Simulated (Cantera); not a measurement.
An isothermal plug-flow reactor at 750 K and 2.57 atm (inlet), inlet velocity 2.2 m/s, active area per volume 130 1/m; feed H2 : O2 : N2 = 0.0026 : 0.076 : 0.79 (molar parts).

Cantera simulation using Deutschmann's 1995 Pt surface mechanism with GRI-Mech 3.0 gas chemistry; the numbers are that mechanism's predictions, not measurements. Catalytic surfaces can have several steady states; this one follows from the mechanism file's or the stated starting coverage. Mass transfer to the wall is taken as infinitely fast.

One state of this run: x H2 = 0.00108; x O2 = 0.0866; x H2O = 0.00192; θ free Pt = 0.0278; θ O* = 0.970; θ OH* = 0.00182. x: gas mole fraction; θ: surface coverage.

**Question.** Which value of z (m) does it belong to?
A. 0.029
B. 0.00063
C. 0.0013
D. 0.013

**Answer.** D, 0.013
